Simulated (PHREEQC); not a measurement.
**Alkaline etch or developer: an equilibrium model**

A solution holds 0.25 mol TMAH and 0.0018 mol K3PO4 per kg of water, at 25 °C. Closed to the air; pH follows from the charge balance.

All values are PHREEQC results (ion-association model, wateq4f.dat), not measurements.

Each row changes one thing in this solution. No solid was allowed to form.

```
case                                pH  ionic strength (mol/kgw)
-------------------------------  -----  ------------------------
as made                          13.24                     0.261
TMAH from 0.25 to 0.125 mol/kgw  12.97                     0.136
diluted 10-fold with water       12.33                    0.0260
temperature from 25 to 60 °C     12.26                     0.260
K3PO4 left out                   13.24                     0.250
diluted 5-fold with water        12.61                    0.0520
```

Complexes and solids missing from the database can't appear. (CH3)4N+ isn't in the database: it is added as a free cation with an ion size of 4 Å. H3PO4, which wateq4f.dat lacks, is added to it with the constant of phreeqc.dat. At this temperature some constants are extrapolated from 25 °C, and those without enthalpy data are left unchanged.
